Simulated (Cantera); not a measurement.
An isothermal, constant-pressure homogeneous reactor starts with 52.2 % NO, 46.5 % N₂, 1.36 % H₂O, at 2025 K and 101000 Pa.

Detailed kinetics in Cantera: GRI-Mech 3.0 (53 species, 325 reactions).

x: mole fraction; the columns are a selection and need not sum to one.

```json
[
 {"t (s)": "7.00e-6", "x NO": "0.522", "x N₂": "0.465", "x NO₂": "3.52e-7", "x O₂": "7.17e-9", "x N₂O": "2.66e-6", "x O": "1.92e-6"},
 {"t (s)": "2.20e-5", "x NO": "0.522", "x N₂": "0.465", "x NO₂": "2.32e-6", "x O₂": "6.06e-8", "x N₂O": "8.15e-6", "x O": "3.61e-6"},
 {"t (s)": "6.89e-5", "x NO": "0.522", "x N₂": "0.465", "x NO₂": "1.13e-5", "x O₂": "6.37e-7", "x N₂O": "2.38e-5", "x O": "6.15e-6"},
 {"t (s)": "0.000216", "x NO": "0.522", "x N₂": "0.465", "x NO₂": "4.82e-5", "x O₂": "1.54e-5", "x N₂O": "5.98e-5", "x O": "1.92e-5"},
 {"t (s)": "0.000678", "x NO": "0.521", "x N₂": "0.465", "x NO₂": "6.56e-5", "x O₂": "0.000221", "x N₂O": "9.77e-5", "x O": "3.31e-5"},
 {"t (s)": "0.00213", "x NO": "0.520", "x N₂": "0.465", "x NO₂": "8.08e-5", "x O₂": "0.000867", "x N₂O": "0.000105", "x O": "4.09e-5"},
 {"t (s)": "0.00668", "x NO": "0.516", "x N₂": "0.467", "x NO₂": "0.000121", "x O₂": "0.00291", "x N₂O": "0.000106", "x O": "5.86e-5"},
 {"t (s)": "0.0210", "x NO": "0.502", "x N₂": "0.474", "x NO₂": "0.000191", "x O₂": "0.00939", "x N₂O": "0.000103", "x O": "9.13e-5"},
 {"t (s)": "0.0658", "x NO": "0.462", "x N₂": "0.494", "x NO₂": "0.000296", "x O₂": "0.0292", "x N₂O": "8.74e-5", "x O": "0.000149"},
 {"t (s)": "0.206", "x NO": "?", "x N₂": "?", "x NO₂": "?", "x O₂": "?", "x N₂O": "?", "x O": "?"},
 {"t (s)": "0.647", "x NO": "?", "x N₂": "?", "x NO₂": "?", "x O₂": "?", "x N₂O": "?", "x O": "?"},
 {"t (s)": "2.03", "x NO": "0.0368", "x N₂": "0.707", "x NO₂": "6.58e-5", "x O₂": "0.242", "x N₂O": "9.55e-7", "x O": "0.000398"},
 {"t (s)": "6.37", "x NO": "0.00989", "x N₂": "0.720", "x NO₂": "1.81e-5", "x O₂": "0.255", "x N₂O": "4.78e-7", "x O": "0.000408"},
 {"t (s)": "20.0", "x NO": "0.00869", "x N₂": "0.721", "x NO₂": "1.60e-5", "x O₂": "0.256", "x N₂O": "4.70e-7", "x O": "0.000409"}
]
```

Q: What belongs in the gaps?

A: 
- 0.206, x NO: 0.357
- 0.206, x N₂: 0.547
- 0.206, x NO₂: 0.000374
- 0.206, x O₂: 0.0820
- 0.206, x N₂O: 5.14e-5
- 0.206, x O: 0.000238
- 0.647, x NO: 0.171
- 0.647, x N₂: 0.640
- 0.647, x NO₂: 0.000260
- 0.647, x O₂: 0.175
- 0.647, x N₂O: 1.18e-5
- 0.647, x O: 0.000341
